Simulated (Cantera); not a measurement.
## Thermal oxidation and active oxidation of silicon: Si + O₂ + N₂

A closed system holds: 1 mol Si, 0.0021 mol O₂, 11 mol N₂, equilibrated at 1923.15 K.

Method: chemical equilibrium by Gibbs-energy minimisation in Cantera with the NASA 1993 tables (ideal gas, pure condensed phases). Candidate condensed phases: Si, SiO₂, Si₂N₂O, Si₃N₄; 16 gas species. Mutual solubility and eutectic melting of coexisting phases are not modelled. The tables' values for SiN are old estimates; treat these amounts as uncertain. Equilibrium is a limit: real reactors are often held back by kinetics, nucleation or transport.

From 0.000750 Torr to 0.0188 Torr nothing is condensed. From 0.473 Torr to 12.0 Torr the condensed part is Si(l). At 300 Torr the condensed part is Si₃N₄(s). At 7500 Torr the condensed part is Si₂N₂O(s) + Si₃N₄(s). The main Si-bearing gas is Si at 0.000750 Torr and SiO at 7500 Torr.

```csv
P (Pa),x N₂,x Si,x SiO,x Si₂N,x Si₂,x SiN,x Si₃,n Si(l),n Si₃N₄(s),n Si₂N₂O(s)
0.100,0.917,0.0830,0.000350,1.73e-7,3.46e-6,2.50e-5,3.76e-9,0,0,0
2.50,0.917,0.0827,0.000350,2.14e-5,8.59e-5,0.000125,2.33e-6,0,0,0
63,0.972,0.0270,0.000371,0.000297,0.000231,0.000210,5.14e-5,0.674,0,0
1600,0.998,0.00106,0.000381,5.98e-5,9.08e-6,4.23e-5,2.02e-6,0.982,0,0
40000,1.000,1.17e-5,0.000406,9.02e-7,2.74e-8,2.32e-6,1.67e-9,0,0.332,0
1000000,1.000,5.46e-8,3.60e-5,2.47e-9,1.50e-11,5.44e-8,<1e-12,0,0.331,0.00383
```
x: gas mole fraction; n: condensed amount in mol.
